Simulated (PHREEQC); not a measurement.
Consider water at 25 °C and 10 atm with 0.0034 mol/kgw HF and 0.037 mol/kgw (CH3)4NF. Closed to the air; pH follows from the charge balance.

The numbers come from PHREEQC with the ion-association model, phreeqc.dat.

This is a speciation only: nothing precipitates in the calculation.

Question: What pH does the model give?

Answer: pH 4.19.

Question: In which forms is F present?

Answer: F- 91 %, HF 7.2 %, HF2- 2.0 % of the F.

Complexes and solids missing from the database can't appear. (CH3)4N+ isn't in the database: it is added as a free cation with an ion size of 4 Å.
